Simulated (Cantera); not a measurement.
## trisilylamine + N2 (silicon nitride deposition)

Feed: 1 mol trisilylamine, 1.3 mol N2, equilibrated at 950 K and 9.60 Pa.

These are equilibrium values from Cantera (NASA tables, ideal gas, pure condensed phases), not measurements of a reactor. Candidate condensed phases: Si, Si3N4; 18 gas species. The feed counts by its element totals alone. Equilibrium is a limit: real reactors are often held back by kinetics, nucleation or transport.

- x(H2): 1.00
- n(Si(s)): 0.300 mol
- n(Si3N4(s)): 0.900 mol
- gas amount: 4.500 mol
